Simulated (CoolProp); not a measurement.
Propylene along the isobar 5.33 MPa: fugacity coefficient from the reference equation and from simpler models built on Tc = 364.2 K, pc = 4.555 MPa, ω = 0.146; each cubic takes its own stable root.

Model: reference Helmholtz-energy equation of state, Lemmon 2013, in CoolProp.

```json
[
 {"T (K)": "135.2", "phase": "liquid", "reference": "1.474e-5", "van der Waals": "0.003591", "Soave-Redlich-Kwong": "1.525e-5"},
 {"T (K)": "156.6", "phase": "liquid", "reference": "0.0002048", "van der Waals": "0.01155", "Soave-Redlich-Kwong": "0.0002057"},
 {"T (K)": "178.1", "phase": "liquid", "reference": "0.001402", "van der Waals": "0.02797", "Soave-Redlich-Kwong": "0.001398"},
 {"T (K)": "199.5", "phase": "liquid", "reference": "0.005924", "van der Waals": "0.05553", "Soave-Redlich-Kwong": "0.005923"},
 {"T (K)": "221", "phase": "liquid", "reference": "0.01814", "van der Waals": "0.09620", "Soave-Redlich-Kwong": "0.01826"},
 {"T (K)": "242.4", "phase": "liquid", "reference": "0.04363", "van der Waals": "0.1500", "Soave-Redlich-Kwong": "0.04426"},
 {"T (K)": "263.9", "phase": "liquid", "reference": "0.08838", "van der Waals": "0.2168", "Soave-Redlich-Kwong": "0.09029"},
 {"T (K)": "285.3", "phase": "liquid", "reference": "0.1561", "van der Waals": "0.2940", "Soave-Redlich-Kwong": "0.1603"},
 {"T (K)": "306.8", "phase": "liquid", "reference": "0.2485", "van der Waals": "0.3801", "Soave-Redlich-Kwong": "0.2559"},
 {"T (K)": "328.2", "phase": "liquid", "reference": "0.3627", "van der Waals": "0.4709", "Soave-Redlich-Kwong": "0.3731"},
 {"T (K)": "349.6", "phase": "liquid", "reference": "0.4925", "van der Waals": "0.5628", "Soave-Redlich-Kwong": "0.5039"},
 {"T (K)": "371.1", "phase": "supercritical", "reference": "0.6239", "van der Waals": "0.6497", "Soave-Redlich-Kwong": "0.6301"},
 {"T (K)": "392.5", "phase": "supercritical", "reference": "0.7000", "van der Waals": "0.7106", "Soave-Redlich-Kwong": "0.7046"},
 {"T (K)": "414", "phase": "supercritical", "reference": "0.7502", "van der Waals": "0.7509", "Soave-Redlich-Kwong": "0.7557"}
]
```
